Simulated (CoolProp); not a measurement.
The fluid at 581.88 K and 0.562 MPa is throttled through a valve to 0.0602 MPa with no heat exchange. The same conditions are run with several fluids, on thermodynamics alone (safety and materials aside).

The numbers come from the reference Helmholtz-energy equation of state of each fluid (p-xylene: Zhou 2012; methane: Setzmann 1991; propane: Lemmon 2009; n-decane: Lemmon 2006) in CoolProp.

### Question
Rank p-xylene, methane, propane, n-decane by temperature change (K), highest first.

### Answer
methane (-0.4), propane (-1.3), p-xylene (-4.8), n-decane (-5.8)

```
fluid     final density (kg/m³)
--------  ---------------------
p-xylene                   1.34
methane                   0.200
propane                   0.550
n-decane                   1.81
```
